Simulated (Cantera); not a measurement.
Input: 1 mol B2O3, 9.9 mol O2, 2 mol N2, held at 2023.15 K and 30.8 Torr.

Cantera equilibrium calculation (NASA polynomials, part measured and part estimated; ideal gas, pure solids and liquids). Candidate condensed phases: B, BN, B2O3; 17 gas species. The numbers say what is thermodynamically allowed, not how fast it happens.

Base state: O2 0.752, N2 0.151, B2O3 0.0665, BO2 0.0209, NO 0.00675, O 0.00342, BO 2.78e-5 (mole fractions); condensed: gas only.

What changes in the equilibrium state with this change: O2 from 9.9 to 0.096 mol?


```
species   before     after
-------  -------  --------
N2         0.151     0.641
B2O3      0.0665     0.312
O2         0.752    0.0245
BO2       0.0209    0.0193
O        0.00342  0.000617
BO       2.78e-5  0.000141
NO       0.00675   0.00251
```

What changes in the equilibrium state with this change: pressure from 30.8 Torr to 14.3 Torr?


```csv
species,before,after
O2,0.752,0.749
N2,0.151,0.150
B2O3,0.0665,0.0643
BO2,0.0209,0.0249
BO,2.78e-5,4.87e-5
O,0.00342,0.00501
```
